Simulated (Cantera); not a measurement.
Feed: 1 mol SiH2Cl2, 7.8 mol H2, held at 0.0133 bar.

Method: chemical equilibrium by Gibbs-energy minimisation in Cantera with the NASA 1993 tables (ideal gas, pure condensed phases). Candidate condensed phases: Si; 19 gas species. The tables' values for SiCl3, SiCl are old estimates; treat these amounts as uncertain. The numbers say what is thermodynamically allowed, not how fast it happens. All values below are at 1575 K.

Base state: H2 0.844, HCl 0.108, SiCl2 0.0465, SiCl3 0.000991, H 0.000331, SiHCl3 5.78e-5, SiCl4 5.52e-5, Cl 3.35e-5 (mole fractions); condensed: Si(s).

### Question
What changes in the equilibrium state with this change: SiH2Cl2 replaced by SiHCl3?

### Answer
```json
[
 {"species": "H2", "before": "0.844", "after": "0.780"},
 {"species": "HCl", "before": "0.108", "after": "0.136"},
 {"species": "SiCl2", "before": "0.0465", "after": "0.0810"},
 {"species": "SiCl4", "before": "5.52e-5", "after": "0.000167"},
 {"species": "SiCl3", "before": "0.000991", "after": "0.00228"},
 {"species": "Si(s), mol", "before": "0.533", "after": "0.181"}
]
```
